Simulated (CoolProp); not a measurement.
Values from CoolProp's reference Helmholtz-energy equation of state, Thol 2019.

Q: Give the vapour pressure (MPa), enthalpy of vaporisation (kJ/kg), vapour Z, surface tension (mN/m) of saturated n-hexane at 258.4, 264.1, 304.3 K.

A: 
```
T (K)  p (MPa)  enthalpy of vaporisation (kJ/kg)  vapour Z  surface tension (mN/m)
-----  -------  --------------------------------  --------  ----------------------
258.4  0.00260                               392     0.997                    22.1
264.1  0.00365                               389     0.996                    21.5
304.3   0.0262                               362     0.981                    17.2
```

Surface tension comes from a separate correlation (Mulero 2012).
